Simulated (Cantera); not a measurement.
An adiabatic, constant-volume homogeneous reactor starts with 29.4 % CO, 4.99 % H₂, 3.23 % CH₄, 13.1 % O₂, 49.3 % N₂, at 1323 K and 0.450 bar.

Model: GRI-Mech 3.0 (53 species, 325 reactions), integrated in Cantera.

Problem. Predict: time of steepest temperature rise; temperature at 0.300 s; equilibrium temperature; x(CO) at 0.300 s; x(H₂) at 0.300 s; x(H) at 0.300 s.

Solution. 
```json
{
 "time_of_steepest_temperature_rise": "0.312 ms",
 "temperature at 0.300 s": "2826 K",
 "equilibrium_temperature": "2826 K",
 "x(CO) at 0.300 s": "0.224 (gas-phase equilibrium 0.224)",
 "x(H₂) at 0.300 s": "0.0227 (gas-phase equilibrium 0.0227)",
 "x(H) at 0.300 s": "0.0141 (gas-phase equilibrium 0.0141)"
}
```
